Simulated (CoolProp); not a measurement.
Values from CoolProp's reference Helmholtz-energy equation of state, Setzmann 1991.

Question: Give the vapour pressure (MPa), liquid density (kg/m³), vapour density (kg/m³), liquid cp (kJ/(kg K)) of saturated methane at 112.7, 141.6, 149.8 K.

Answer: 
```
T (K)  p (MPa)  liquid density (kg/m³)  vapour density (kg/m³)  liquid cp (kJ/(kg K))
-----  -------  ----------------------  ----------------------  ---------------------
112.7    0.110                     421                    1.96                   3.49
141.6    0.696                     374                    11.0                   3.84
149.8     1.03                     358                    16.2                   4.04
```
